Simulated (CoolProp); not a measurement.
Properties of normal hydrogen at several states.

Values from CoolProp's reference Helmholtz-energy equation of state, Leachman 2009.

| T (°C) | p (bar) | phase | density (kg/m³) | Joule-Thomson coefficient (K/MPa) | Prandtl number |
|---|---|---|---|---|---|
| 417.55 | 0.304 | gas | 0.01067 | -0.5704 | 0.680 |
| -149.55 | 4.74 | gas | 0.9283 | 0.7350 | 0.683 |
| 63.55 | 0.136 | gas | 0.009793 | -0.3619 | 0.685 |
| 249.05 | 2.53 | gas | 0.1174 | -0.5184 | 0.682 |

Viscosity comes from a separate model (Muzny 2013). Thermal conductivity comes from a separate model (Assael 2011).
